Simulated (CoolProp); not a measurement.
Vapour-liquid equilibrium of propane (1) + R113 (2) at 16.15 °C; x and y are mole fractions of (1).

Computed with CoolProp (multi-fluid Helmholtz-energy mixture model, Lemmon 2009 and Marx 1992; pair parameters Bell 2016).

Problem. Give the bubble pressure and the first vapour's composition at x = 0.15, 0.35, 0.55. Is there an azeotrope?

Solution. x = 0.15: 156.2 kPa, y = 0.819; x = 0.35: 308.1 kPa, y = 0.922; x = 0.55: 443.2 kPa, y = 0.957. No azeotrope shows between x = 0.05 and 0.95.

Pair parameters are fitted to limited data, so mixtures are less certain than the pure fluids. The gap from Raoult's law changes sign with composition, which may be real or a fault of the pair parameters; it wasn't checked against measurements.
